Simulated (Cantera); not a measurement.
## Low-pressure radical oxidation in H2/O2

An isothermal, constant-pressure homogeneous reactor starts with H2 : O2 : N2 = 0.4 : 1 : 0.31 (molar parts), equivalence ratio 0.20, at 1073 K and 1.50 Torr.

Cantera simulation using GRI-Mech 3.0 (53 species, 325 reactions); the numbers are that mechanism's predictions, not measurements. Radical loss at walls, strong at low pressure, is not modelled. The temperature is held fixed by assumption; the heat of reaction is taken as removed at once.

```
t (s)         x H2   x O2     x HO2       x O     x NO2
--------  --------  -----  --------  --------  --------
0.000200     0.234  0.585  2.56e-10  2.40e-11    <1e-12
0.000729     0.234  0.585  9.32e-10  2.62e-10    <1e-12
0.00265      0.234  0.585   3.40e-9   4.97e-9    <1e-12
0.00967      0.234  0.585   4.80e-8   1.23e-5    <1e-12
0.0352      0.0117  0.472   1.34e-6    0.0572    <1e-12
0.128       0.0102  0.484   1.46e-6    0.0460    <1e-12
0.468      0.00510  0.511   1.66e-6    0.0196  3.51e-12
1.70      0.000475  0.528   1.07e-6   0.00172  4.64e-11
6.20       2.43e-5  0.530   1.80e-7   8.84e-5  3.95e-10
22.6       2.61e-6  0.530   2.58e-8   9.60e-6  6.24e-10
82.3       4.53e-7  0.530   5.18e-9   1.68e-6  5.07e-10
300        9.87e-8  0.530   1.59e-9   3.69e-7  4.18e-10
```
x: mole fraction; the columns are a selection and need not sum to one.

Equilibrium at this temperature and pressure: H2 5.45e-9, O2 0.530, HO2 1.90e-9, O 2.04e-8, NO2 1.28e-7 (gas phase only).
